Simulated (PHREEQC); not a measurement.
A column of 1 m (40 cells, dispersivity 0.05 m, 60 s a shift, diffusion coefficient 3e-10 m²/s) holds 0.014 eq of the database's cation exchanger X per kg of pore water, first in equilibrium with 0.017 mol/kgw CaCl2, 0.0002 mol/kgw PbCl2, 0.00036 mol/kgw LiCl and 1e-05 mol/kgw HCl. It is flushed with 4.2 mmol/kgw CaCl2, 0.5 mmol/kgw CdCl2 and 0.01 mmol/kgw HCl, at 25 °C. Values are for the last cell. CO2 from the air is kept out. Precipitation was switched off in this run.

Computed with PHREEQC (ion-association model, phreeqc.dat).

Q: Predict Li in solution (mol/kgw), Pb in solution (mol/kgw) at pore volumes = 3.013, 4.362.

A: 
```
pore volumes  Li in solution (mol/kgw)  Pb in solution (mol/kgw)
------------  ------------------------  ------------------------
3.013                          5.05e-8                   2.18e-5
4.362                         9.41e-11                   6.31e-6
```

Species that the database lacks are ignored.
